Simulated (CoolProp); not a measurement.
Vapour-liquid equilibrium of R114 (1) + n-hexane (2) at 452 kPa; x and y are mole fractions of (1).

The numbers come from the multi-fluid Helmholtz-energy mixture model, Platzer 1990 and Thol 2019; pair parameters Bell 2016 in CoolProp. This equation is an older, rougher fit; its heat capacities, sound speeds and derivatives of the liquid may be far off and weren't checked against measurements.

```tsv
x	bubble temperature (°C)	y at the bubble point	dew temperature at overall composition x (°C)	liquid density (mol/L)
0.05	114.9	0.228	123.2	6.559
0.125	101.9	0.462	119.8	6.757
0.2	91.8	0.608	116.3	6.920
0.275	84.0	0.704	112.5	7.057
0.35	77.9	0.769	108.4	7.176
0.425	73.0	0.816	104.1	7.282
0.5	68.9	0.852	99.4	7.381
0.575	65.4	0.881	94.2	7.476
0.65	62.3	0.906	88.5	7.568
0.725	59.5	0.927	82.1	7.660
0.8	56.9	0.948	74.7	7.755
0.875	54.4	0.967	66.1	7.853
0.95	52.0	0.987	56.6	7.957
```

No azeotrope shows between x = 0.05 and 0.95.

Pair parameters are fitted to limited data, so mixtures are less certain than the pure fluids.
